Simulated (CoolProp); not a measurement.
Vapour-liquid equilibrium of dimethyl ether (1) + chloromethane (R40) (2) at 240.2 K; x and y are mole fractions of (1).

Values from CoolProp's multi-fluid Helmholtz-energy mixture model, Wu 2011 and Thol 2014; pair parameters Bell 2016.

| x | bubble pressure, mixture model (bar) | bubble pressure, Raoult's law (bar) | y, mixture model | y, Raoult's law |
|---|---|---|---|---|
| 0.05 | 0.6676 | 0.6755 | 0.041 | 0.052 |
| 0.125 | 0.6588 | 0.6775 | 0.108 | 0.129 |
| 0.2 | 0.6515 | 0.6794 | 0.181 | 0.206 |
| 0.275 | 0.6459 | 0.6814 | 0.258 | 0.283 |
| 0.35 | 0.6423 | 0.6833 | 0.339 | 0.359 |
| 0.425 | 0.6408 | 0.6853 | 0.423 | 0.434 |
| 0.5 | 0.6414 | 0.6872 | 0.508 | 0.509 |
| 0.575 | 0.6444 | 0.6892 | 0.593 | 0.584 |
| 0.65 | 0.6496 | 0.6911 | 0.675 | 0.659 |
| 0.725 | 0.6569 | 0.6931 | 0.755 | 0.732 |
| 0.8 | 0.6664 | 0.6950 | 0.830 | 0.806 |
| 0.875 | 0.6778 | 0.6970 | 0.899 | 0.879 |
| 0.95 | 0.6908 | 0.6989 | 0.962 | 0.952 |

The largest gap from Raoult's law is -6.7 % in bubble pressure, at x = 0.5. y crosses x between x = 0.425 and 0.5: the model has an azeotrope there.

Pair parameters are fitted to limited data, so mixtures are less certain than the pure fluids.
